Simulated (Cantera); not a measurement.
A freely propagating, adiabatic, planar premixed flame of CH₄ : H₂ : O₂ : N₂ = 1 : 0.12 : 1.72 : 6.45 (molar parts), equivalence ratio 1.2, unburnt at 525 K and 10.0 bar; mixture-averaged transport, grid criteria slope 0.08 and curve 0.16, no radiation.

Model: GRI-Mech 3.0 (53 species, 325 reactions), integrated in Cantera. Burning velocities carry a grid error of a few per cent, more on coarse grids.

### Question
What does this change do: O2 1.72 to 2.2 parts?

### Answer
| quantity | before | after |
|---|---|---|
| laminar burning velocity | 37.5 cm/s | 69.9 cm/s |
| thermal thickness | 0.0772 mm | 0.0469 mm |
| peak x(CO) | 0.0545 | 0.0454 |
| peak x(HCN) | 2.44e-5 | 4.38e-6 |

### Question
What does this change do: 0.13 parts CO2 added?

### Answer
```csv
quantity,before,after
laminar burning velocity,37.5 cm/s,33.1 cm/s
thermal thickness,0.0772 mm,0.0846 mm
peak x(CO),0.0545,0.0551
peak x(HCN),2.44e-5,2.05e-5
```

### Question
What does this change do: inlet temperature 525 to 425 K?

### Answer
```json
[
 {"quantity": "laminar burning velocity", "before": "37.5 cm/s", "after": "22.9 cm/s"},
 {"quantity": "thermal thickness", "before": "0.0772 mm", "after": "0.0960 mm"},
 {"quantity": "peak x(CO)", "before": "0.0545", "after": "0.0523"},
 {"quantity": "peak x(HCN)", "before": "2.44e-5", "after": "2.25e-5"}
]
```
